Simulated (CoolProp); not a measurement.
Vapour pressure (MPa) of R123: the reference equation beside estimates from Tc = 183.7 °C, pc = 3.662 MPa, ω = 0.282. Clausius-Clapeyron is anchored at 25.45 °C with a constant enthalpy of vaporisation of 26.18 kJ/mol.

Computed with CoolProp (reference Helmholtz-energy equation of state, Younglove 1994). It is a modified Benedict-Webb-Rubin equation, recast in Helmholtz form.

| T (°C) | reference | Clausius-Clapeyron | Redlich-Kwong |
|---|---|---|---|
| 21.35 | 0.07963 | 0.08021 | 0.1534 |
| 25.45 | 0.09289 | 0.09289 | … |
| 29.65 | … | 0.1075 | 0.1985 |
| 33.85 | 0.1255 | 0.1240 | 0.2247 |
| 37.95 | 0.1443 | 0.1419 | 0.2527 |
| 42.15 | … | 0.1624 | 0.2839 |
| 46.25 | 0.1890 | 0.1846 | 0.3170 |
| 50.45 | 0.2154 | 0.2098 | 0.3537 |

### Question
What belongs in the gaps?

### Answer

- 25.45, Redlich-Kwong: 0.1746
- 29.65, reference: 0.1082
- 42.15, reference: 0.1658

Absolute difference from the reference over all 8 rows, mean and median: Clausius-Clapeyron 1.4 and 1.4 %, Redlich-Kwong 77.7 and 77.1 %.
